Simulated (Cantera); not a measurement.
A freely propagating, adiabatic, planar premixed flame of H2 : O2 : N2 = 1 : 0.227 : 0.855 (molar parts), unburnt at 598 K and 500000 Pa; mixture-averaged transport, grid criteria slope 0.08 and curve 0.16, no radiation.

Model: the H2/O2 subset of GRI-Mech 3.0, which has no nitrogen chemistry, integrated in Cantera. The hydrogen kinetics of GRI-Mech 3.0 are dated; newer H2 mechanisms differ, most at raised pressure. Burning velocities carry a grid error of a few per cent, more on coarse grids.

Predict: laminar burning velocity; thermal thickness; peak x(HO2); peak x(H); peak x(H2O2).


* **laminar burning velocity**: 887 cm/s
* **thermal thickness**: 0.0580 mm
* **peak x(HO2)**: 0.000821
* **peak x(H)**: 0.0553
* **peak x(H2O2)**: 4.20e-5
